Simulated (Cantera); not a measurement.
Charge: 1 mol Si₂Cl₆, 4 mol NH₃, 8.1 mol N₂, held at 5.00 Pa.

Method: chemical equilibrium by Gibbs-energy minimisation in Cantera with the NASA 1993 tables (ideal gas, pure condensed phases). Candidate condensed phases: NH₄Cl, Si, Si₃N₄; 28 gas species. The feed counts by its element totals alone. The tables' values for SiCl₃, SiCl are old estimates; treat these amounts as uncertain. Kinetics and transport are ignored. All values below are at 1150 °C.

Base state: N₂ 0.526, H₂ 0.254, HCl 0.125, SiCl₂ 0.0945, SiCl₃ 0.000697, H 0.000473, Cl 0.000191, SiCl 3.98e-5 (mole fractions); condensed: Si₃N₄(s).

### Question
What changes in the equilibrium state with this change: pressure from 5.00 Pa to 0.100 bar?

### Answer
| species | before | after |
|---|---|---|
| N₂ | 0.526 | 0.506 |
| HCl | 0.125 | 0.277 |
| H₂ | 0.254 | 0.199 |
| SiCl₂ | 0.0945 | 0.00384 |
| SiCl₄ | 2.03e-5 | 0.0104 |
| Si | 1.56e-5 | <1e-9 |
| SiCl | 3.98e-5 | 1.44e-8 |
| SiHCl₃ | 3.20e-6 | 0.000579 |
| H | 0.000473 | 9.37e-6 |
| Si₃N₄(s), mol | 0.0642 | 0.560 |
The tables' values for SiCl₃ are old estimates; treat these amounts as uncertain.
